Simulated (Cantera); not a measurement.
Feed: 1 mol C6H6, 0.029 mol CO2, a varied amount of H2, equilibrated at 2998.15 K and 0.620 bar.

Equilibrium computed with Cantera from the NASA thermochemical tables; the gas is ideal and each condensed phase is pure. Candidate condensed phases: C, C6H6, C7H8, C8H18, H2O; 110 gas species. Equilibrium is a limit: real reactors are often held back by kinetics, nucleation or transport.

Which condensed phases are stable at each of these points (n(H2) (mol)): 3.6, 4.8, 6.4, 8.5, 11, 15, 20, 27, 37, 49, 65?


```tsv
n(H2) (mol)	condensed phases	C condensed (%)
3.6	C(graphite)	86.2
4.8	C(graphite)	83.9
6.4	C(graphite)	80.8
8.5	C(graphite)	76.7
11	C(graphite)	71.8
15	C(graphite)	64.0
20	C(graphite)	54.3
27	C(graphite)	40.7
37	C(graphite)	21.3
49	gas only	0.0
65	gas only	0.0
```

From 3.6 mol H2 to 37 mol H2 the condensed part is C(graphite). From 49 mol H2 to 65 mol H2 nothing is condensed.
